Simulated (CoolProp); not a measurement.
Values from CoolProp's reference Helmholtz-energy equation of state, Lemmon 2013.

Task: For propylene, give the phase and the density (kg/m³), Joule-Thomson coefficient (K/MPa), Prandtl number, fugacity coefficient at -28.65 °C and 38 bar; -28.65 °C and 266 bar; -28.65 °C and 342 bar.

Result: 
- -28.65 °C and 38 bar: liquid; density 591, Joule-Thomson coefficient -0.360, Prandtl number 2.66, fugacity coefficient 0.0626
- -28.65 °C and 266 bar: liquid; density 616, Joule-Thomson coefficient -0.449, Prandtl number 2.87, fugacity coefficient 0.0195
- -28.65 °C and 342 bar: liquid; density 623, Joule-Thomson coefficient -0.466, Prandtl number 2.94, fugacity coefficient 0.0196

Viscosity comes from a separate model (Huber 2003), an estimate that may be off by 10 % or more. Thermal conductivity comes from a separate model (Huber 2003), an estimate that may be off by 10 % or more.
